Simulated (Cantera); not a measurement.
**Equilibrium for silicon epitaxy and polysilicon growth: SiCl4 + H2**

Charge: 1 mol SiCl4, a varied amount of H2, at 1373.15 K and 0.00290 bar.

These are equilibrium values from Cantera (NASA tables, ideal gas, pure condensed phases), not measurements of a reactor. Candidate condensed phases: Si; 19 gas species. The tables' values for SiCl3 are old estimates; treat these amounts as uncertain. Kinetics and transport are ignored.

From 110 mol H2 to 690 mol H2 the condensed part is Si(s). The main Si-bearing gas is SiCl2 throughout. The share of Si in condensed phases is highest at 690 mol H2 (93.7 %) and lowest at 110 mol H2 (69.3 %).

| n(H2) (mol) | log p H2 | log p HCl | log p SiCl2 | log p H | log p SiCl3 | log p SiHCl3 | log p Cl | n Si(s) |
|---|---|---|---|---|---|---|---|---|
| 110 | -2.55 | -4.06 | -5.10 | -6.75 | -7.10 | -8.13 | -8.34 | 0.693 |
| 170 | -2.55 | -4.22 | -5.44 | -6.75 | -7.60 | -8.62 | -8.51 | 0.781 |
| 240 | -2.54 | -4.36 | -5.71 | -6.75 | -8.01 | -9.03 | -8.64 | 0.836 |
| 300 | -2.54 | -4.45 | -5.89 | -6.75 | -8.28 | -9.30 | -8.73 | 0.865 |
| 360 | -2.54 | -4.52 | -6.04 | -6.75 | -8.50 | -9.52 | -8.81 | 0.885 |
| 430 | -2.54 | -4.59 | -6.19 | -6.75 | -8.72 | -9.74 | -8.88 | 0.902 |
| 490 | -2.54 | -4.65 | -6.29 | -6.75 | -8.88 | -9.90 | -8.93 | 0.913 |
| 560 | -2.54 | -4.70 | -6.40 | -6.75 | -9.05 | -10.07 | -8.99 | 0.923 |
| 620 | -2.54 | -4.74 | -6.49 | -6.75 | -9.18 | -10.20 | -9.03 | 0.930 |
| 690 | -2.54 | -4.79 | -6.58 | -6.75 | -9.31 | -10.33 | -9.08 | 0.937 |
log p: log10 of the partial pressure in bar; n: condensed amount in mol.
